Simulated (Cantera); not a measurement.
A perfectly stirred reactor is fed with CO : O₂ : H₂O : N₂ = 0.01 : 0.0095 : 0.0031 : 1 (molar parts), equivalence ratio 0.53, at 8.40 bar; it is held at 1473 K, and followed from long to short residence time.

Computed with Cantera and GRI-Mech 3.0 (53 species, 325 reactions).

```csv
quantity,before,after
x(CO) at τ = 0.310 s,9.15e-5,0.000273
x(O₂) at τ = 0.310 s,0.00446,0.00453
x(H₂O) at τ = 0.310 s,0.00304,0.00299
x(O) at τ = 0.310 s,3.51e-6,4.78e-5
x(N₂O) at τ = 0.310 s,1.53e-6,6.27e-7
x(CO) at τ = 11.0 ms,0.000932,0.00199
x(O₂) at τ = 11.0 ms,0.00487,0.00529
x(H₂O) at τ = 11.0 ms,0.00301,0.00277
x(O) at τ = 11.0 ms,2.79e-5,0.000351
x(N₂O) at τ = 11.0 ms,3.32e-6,3.81e-7
```

Task: Name the change that produced these shifts.
A. pressure from 8.40 bar to 1.10 bar
B. temperature 1473 to 898 K
C. H2O 0.0031 to 0.007 parts
D. temperature 1473 to 975 K

Result: A, pressure from 8.40 bar to 1.10 bar
